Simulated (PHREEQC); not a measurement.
A solution holds 0.03 mol/kgw HF, 0.0021 mol/kgw KF, 0.048 mol/kgw (NH4)2SiF6 and 0.23 mol/kgw HCl, at 20 °C. Closed to the air; pH follows from the charge balance.

Equilibrium calculation in PHREEQC: ion-association model, wateq4f.dat.

Q: The ionic strength comes out as 0.374 mol/kgw. What activity coefficients do F-, NH4+, Cl-, H+, HF2- get?

A: F- 0.66, NH4+ 0.73, Cl- 0.67, H+ 0.78, HF2- 0.66.

Precipitation was switched off in this run. SiF6-2 is the database's only silicon fluoride.
